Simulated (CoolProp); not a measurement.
A simple Rankine cycle with C3F8 (R218): condensing at 288.15 K, boiler at 1.63 MPa, turbine inlet 363.4 K, turbine efficiency 0.6, pump efficiency 0.8, no recuperator. Each further row changes one setting.

Computed with CoolProp (reference Helmholtz-energy equation of state, Lemmon 2006). It is a short technical equation, of lower accuracy than the large ones.

| case | thermal efficiency (%) | net work (kJ/kg) | heat in (kJ/kg) | turbine exit temperature (K) | volume ratio over the turbine |
|---|---|---|---|---|---|
| as stated | 4.6 | 6.44 | 141 | [?] | 2.70 |
| turbine inlet 383.4 K | 4.4 | 7.13 | 160 | [?] | 2.63 |
| condensing temperature 280.15 K | 5.6 | [?] | 149 | [?] | 3.46 |
| boiler pressure 1.14 MPa | [?] | 4.25 | 145 | 354.4 | 1.80 |
| turbine efficiency 0.5 | [?] | 5.22 | 141 | [?] | 2.72 |

Task: Some entries are withheld; supply them.

Result: 
- as stated, turbine exit temperature (K): 346.8
- turbine inlet 383.4 K, turbine exit temperature (K): 367.9
- condensing temperature 280.15 K, net work (kJ/kg): 8.31
- condensing temperature 280.15 K, turbine exit temperature (K): 343.4
- boiler pressure 1.14 MPa, thermal efficiency (%): 2.9
- turbine efficiency 0.5, thermal efficiency (%): 3.7
- turbine efficiency 0.5, turbine exit temperature (K): 348.2
